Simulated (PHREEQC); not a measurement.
PHREEQC input (ion-association model, wateq4f.dat):

```
SOLUTION_MASTER_SPECIES
  An  An-  0  An  62.0  # stands for a non-complexing anion
SOLUTION_SPECIES
  An- = An-
    -log_k 0
    -gamma 3.0 0
PHASES
  Fix_H+
    H+ = H+
    -log_k 0
SOLUTION 1
  temp 25
  units mmol/kgw
  pH 7 charge
  Se(4) 0.14
  Na 300.28
  An 300
END
SELECTED_OUTPUT 1
  -reset false
  -pH true
  -pe true
  -ionic_strength true
  -water true
  -totals Na Se Se(-2) Se(4) Se(6)
  -molalities Hfo_wOH Hfo_wOH2+ Hfo_wO- Hfo_sOH Hfo_sOH2+ Hfo_sO- Hfo_wSeO3- Hfo_wOHSeO3-2
USER_PUNCH 1
  -headings sigma psi
  10 PUNCH EDL("sigma", "Hfo"), EDL("psi", "Hfo")
PRINT
  -reset false
USE solution 1
SURFACE 1
  Hfo_wOH 0.000157303 600 0.07
  Hfo_sOH 3.93258e-06
EQUILIBRIUM_PHASES 1
  Fix_H+ -4 HAn 10
    -force_equality true
END
# ... the last block is repeated for the other 16 points of pH, with NaOH or the acid as the point needs
```

Selected output (columns that matter, 9 of 17 rows; pH added in front):

```
pH	mu	Na	Se	m_Hfo_wOH	m_Hfo_wOH2+	m_Hfo_wO-	m_Hfo_sOH	m_Hfo_sOH2+	m_Hfo_sO-	m_Hfo_wSeO3-	m_Hfo_wOHSeO3-2	sigma	psi
4	0.30044	0.30028	9.5447e-05	1.5458e-06	0.0001112	4.9225e-10	5.3915e-08	3.8786e-06	1.7169e-11	4.4194e-05	3.5805e-07	0.16122	0.084773
5	0.30031	0.30028	8.3819e-05	5.2855e-06	9.5829e-05	6.6784e-09	2.0555e-07	3.7268e-06	2.5972e-10	5.4431e-05	1.7498e-06	0.095617	0.061024
6	0.30029	0.30028	8.0478e-05	1.5683e-05	8.2029e-05	6.869e-08	6.3074e-07	3.2991e-06	2.7626e-09	5.3554e-05	5.9676e-06	0.045416	0.033805
7	0.30029	0.30028	8.7107e-05	3.8016e-05	6.5891e-05	5.0245e-07	1.4319e-06	2.4818e-06	1.8925e-08	3.9583e-05	1.331e-05	0.0037869	0.0030249
8	0.30032	0.30028	0.00010357	7.5882e-05	4.1838e-05	3.1529e-06	2.4688e-06	1.3612e-06	1.0258e-07	1.7709e-05	1.8721e-05	-0.034939	-0.026705
9	0.30038	0.30028	0.00012575	0.00010954	1.4338e-05	1.9173e-05	3.0114e-06	3.9414e-07	5.2707e-07	2.6131e-06	1.1636e-05	-0.070887	-0.048916
10	0.30059	0.30048	0.00013842	9.4644e-05	3.5679e-06	5.7514e-05	2.3901e-06	9.0101e-08	1.4524e-06	9.585e-08	1.4819e-06	-0.1341	-0.076094
11	0.30194	0.30186	0.00013991	5.2536e-05	6.0758e-07	0.00010407	1.3142e-06	1.5198e-08	2.6032e-06	1.7718e-09	8.9289e-08	-0.24406	-0.10489
12	0.31528	0.31521	0.00013999	1.324e-05	2.7884e-08	0.00014403	3.3102e-07	6.9713e-10	3.6008e-06	2.4465e-11	6.7671e-09	-0.33914	-0.12029
```

The database's selenite sorption wasn't checked against measurements; a fall in acid may be a fault of its surface constants.
